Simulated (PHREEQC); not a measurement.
# Metal-bearing waste water: an equilibrium model

A solution holds 0.02 mol/kgw Pb(NO3)2 and 3.3e-05 mol/kgw MgSO4, at 25 °C. Closed to the air; pH follows from the charge balance.

Model: ion-association model, phreeqc.dat, run in PHREEQC.

Each row changes one thing in this solution. Precipitation was switched off in this run.

```
case                                            pH  ionic strength (mol/kgw)  NO3- (mol/kgw)  Pb+2 (mol/kgw)  PbNO3+ (mol/kgw)  PbOH+ (mol/kgw)  SI of Pb(OH)2 (Pb(OH)2)
--------------------------------------------  ----  ------------------------  --------------  --------------  ----------------  ---------------  -----------------------
as made                                       4.79                    0.0524          0.0362          0.0162           0.00380          1.06e-5                    -0.71
MgSO4 replaced by MgBr2 at the same molality  4.79                    0.0524          0.0362          0.0162           0.00380          1.06e-5                    -0.71
temperature from 25 to 75 °C                  4.79                    0.0529          0.0364          0.0164           0.00356          1.01e-5                    +0.73
diluted 100-fold with water                   5.73                  0.000597        0.000399        0.000197           1.04e-6          1.90e-6                    -0.44
0.00073 mol/kgw AlCl3 added                   4.23                    0.0560          0.0363          0.0158           0.00367          2.82e-6                    -1.85
diluted 5-fold with water                     5.14                    0.0115         0.00773         0.00371          0.000273          7.13e-6                    -0.50
MgSO4 from 3.3e-05 to 3.63e-05 mol/kgw        4.79                    0.0524          0.0362          0.0161           0.00380          1.06e-5                    -0.71
```

Some of these states are supersaturated (in Anglesite, Pb(OH)2, Gibbsite (slow to form), for instance). Away from 25 °C the constants follow the database's enthalpies or fits; those with neither stay at their 25 °C values.
